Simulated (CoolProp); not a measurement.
Values from CoolProp's reference Helmholtz-energy equation of state, Bücker 2006.

For isobutane, give the phase and the density (kg/m³), Joule-Thomson coefficient (K/MPa), viscosity (µPa s), Prandtl number at 99.05 °C and 0.724 MPa.


- 99.05 °C and 0.724 MPa: gas; density 15.1, Joule-Thomson coefficient 12.3, viscosity 9.38, Prandtl number 0.779

Viscosity comes from a separate model (Vogel 2000). Thermal conductivity comes from a separate model (Perkins 2002).
